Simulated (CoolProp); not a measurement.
Vapour-liquid equilibrium of propane (1) + R236EA (2) at -5.05 °C; x and y are mole fractions of (1).

Values from CoolProp's multi-fluid Helmholtz-energy mixture model, Lemmon 2009 and Rui 2013; pair parameters Bell 2016.

| x | bubble pressure, mixture model (bar) | bubble pressure, Raoult's law (bar) | y, mixture model | y, Raoult's law |
|---|---|---|---|---|
| 0.05 | 1.374 | 0.7981 | 0.552 | 0.254 |
| 0.125 | 2.228 | 1.055 | 0.733 | 0.480 |
| 0.2 | 2.804 | 1.312 | 0.795 | 0.618 |
| 0.275 | 3.170 | 1.569 | 0.825 | 0.710 |
| 0.35 | 3.391 | 1.826 | 0.841 | 0.777 |
| 0.425 | 3.523 | 2.083 | 0.850 | 0.827 |
| 0.5 | 3.605 | 2.340 | 0.857 | 0.866 |
| 0.575 | 3.668 | 2.597 | 0.863 | 0.897 |
| 0.65 | 3.728 | 2.854 | 0.869 | 0.923 |
| 0.725 | 3.797 | 3.111 | 0.879 | 0.945 |
| 0.8 | 3.876 | 3.368 | 0.894 | 0.963 |
| 0.875 | 3.959 | 3.626 | 0.919 | 0.978 |
| 0.95 | 4.030 | 3.883 | 0.959 | 0.992 |

The largest gap from Raoult's law is +113.7 % in bubble pressure, at x = 0.2. No azeotrope shows between x = 0.05 and 0.95.

The pair parameters rest on a limited set of measurements; away from them the model extrapolates. With so large a gap from Raoult's law the liquid may split in two, which this calculation doesn't test in full.
